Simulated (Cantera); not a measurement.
**Premixed flame**

A freely propagating, adiabatic, planar premixed flame of 31.7 % H₂, 14.3 % O₂, 53.9 % N₂, equivalence ratio 1.1, unburnt at 350 K and 5.92 atm; mixture-averaged transport, grid criteria slope 0.08 and curve 0.16, no radiation.

Detailed kinetics in Cantera: the H2/O2 subset of GRI-Mech 3.0, which has no nitrogen chemistry. The hydrogen kinetics of GRI-Mech 3.0 are dated; newer H2 mechanisms differ, most at raised pressure. Burning velocities carry a grid error of a few per cent, more on coarse grids.

```json
[
 {"z (mm)": "-0.119", "T (K)": "350", "u (m/s)": "2.85", "x H₂": "0.317", "x O₂": "0.143", "x H": "<1e-8", "x H₂O": "<1e-8", "x H₂O₂": "<1e-8", "x HO₂": "<1e-8"},
 {"z (mm)": "-0.0796", "T (K)": "350", "u (m/s)": "2.85", "x H₂": "0.317", "x O₂": "0.144", "x H": "<1e-8", "x H₂O": "9.43e-8", "x H₂O₂": "<1e-8", "x HO₂": "<1e-8"},
 {"z (mm)": "-0.0597", "T (K)": "350", "u (m/s)": "2.85", "x H₂": "0.317", "x O₂": "0.144", "x H": "<1e-8", "x H₂O": "9.01e-7", "x H₂O₂": "<1e-8", "x HO₂": "3.27e-8"},
 {"z (mm)": "-0.0398", "T (K)": "352", "u (m/s)": "2.86", "x H₂": "0.314", "x O₂": "0.144", "x H": "<1e-8", "x H₂O": "2.88e-5", "x H₂O₂": "2.33e-7", "x HO₂": "1.31e-6"},
 {"z (mm)": "-0.0199", "T (K)": "424", "u (m/s)": "3.33", "x H₂": "0.286", "x O₂": "0.148", "x H": "9.56e-7", "x H₂O": "0.00364", "x H₂O₂": "3.95e-5", "x HO₂": "0.000262"},
 {"z (mm)": "-0.00995", "T (K)": "779", "u (m/s)": "5.85", "x H₂": "0.233", "x O₂": "0.140", "x H": "0.00118", "x H₂O": "0.0391", "x H₂O₂": "0.000174", "x HO₂": "0.00122"},
 {"z (mm)": "0", "T (K)": "1282", "u (m/s)": "9.37", "x H₂": "0.162", "x O₂": "0.105", "x H": "0.0103", "x H₂O": "0.119", "x H₂O₂": "6.49e-5", "x HO₂": "0.000528"},
 {"z (mm)": "0.00995", "T (K)": "1630", "u (m/s)": "11.8", "x H₂": "0.101", "x O₂": "0.0610", "x H": "0.0215", "x H₂O": "0.201", "x H₂O₂": "6.92e-6", "x HO₂": "0.000243"},
 {"z (mm)": "0.0199", "T (K)": "1828", "u (m/s)": "13.2", "x H₂": "0.0685", "x O₂": "0.0331", "x H": "0.0257", "x H₂O": "0.248", "x H₂O₂": "3.66e-6", "x HO₂": "0.000114"},
 {"z (mm)": "0.0398", "T (K)": "2020", "u (m/s)": "14.5", "x H₂": "0.0504", "x O₂": "0.0156", "x H": "0.0221", "x H₂O": "0.280", "x H₂O₂": "2.11e-6", "x HO₂": "4.45e-5"},
 {"z (mm)": "0.0796", "T (K)": "2181", "u (m/s)": "15.5", "x H₂": "0.0446", "x O₂": "0.00954", "x H": "0.0145", "x H₂O": "0.296", "x H₂O₂": "1.29e-6", "x HO₂": "2.13e-5"},
 {"z (mm)": "0.159", "T (K)": "2304", "u (m/s)": "16.2", "x H₂": "0.0397", "x O₂": "0.00592", "x H": "0.00854", "x H₂O": "0.309", "x H₂O₂": "8.45e-7", "x HO₂": "1.02e-5"},
 {"z (mm)": "0.318", "T (K)": "2388", "u (m/s)": "16.7", "x H₂": "0.0352", "x O₂": "0.00338", "x H": "0.00498", "x H₂O": "0.320", "x H₂O₂": "5.43e-7", "x HO₂": "4.55e-6"}
]
```
x: mole fraction of selected species; z is measured from the peak of heat release.

```json
{
  "laminar_burning_velocity": "285 cm/s",
  "thermal_thickness": "0.0398 mm",
  "peak x(H)": "0.0258",
  "peak x(H₂O₂)": "0.000175",
  "peak x(HO₂)": "0.00129",
  "grid_points": "112"
}
```
